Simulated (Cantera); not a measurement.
What does this Cantera script print?

```python
import numpy as np
import cantera as ct

gas = ct.Solution("gri30.yaml")


def delay(T, t_max=10):
    gas.TPX = T, 100000, {'CH3OH': 1, 'O2': 1.07, 'N2': 4.03}
    reactor = ct.IdealGasReactor(gas, clone=False)
    net = ct.ReactorNet([reactor])
    net.rtol, net.atol = 1e-8, 1e-16
    while net.time < t_max:
        t_old, T_old = net.time, reactor.T
        net.step()
        if reactor.T > T + 400:  # ignition: a rise of 400 K
            return t_old + (T + 400 - T_old) / (reactor.T - T_old) * (net.time - t_old)
    return np.nan


taus = []
for T in [1100, 1175, 1250, 1325, 1400, 1475, 1550, 1625, 1700]:
    taus.append(delay(T))
    print(f"T0 = {T:6g} K   tau = {taus[-1]:.4e} s")
```

Result:

```
T0 =   1100 K   tau = 5.3166e-02 s
T0 =   1175 K   tau = 1.3168e-02 s
T0 =   1250 K   tau = 3.8913e-03 s
T0 =   1325 K   tau = 1.3383e-03 s
T0 =   1400 K   tau = 5.2559e-04 s
T0 =   1475 K   tau = 2.3194e-04 s
T0 =   1550 K   tau = 1.1321e-04 s
T0 =   1625 K   tau = 6.0139e-05 s
T0 =   1700 K   tau = 3.4270e-05 s
```

Model: GRI-Mech 3.0 (53 species, 325 reactions), integrated in Cantera. GRI-Mech 3.0 was tuned for natural gas; its chemistry of methanol as a main component is partial and can be far from experiment.
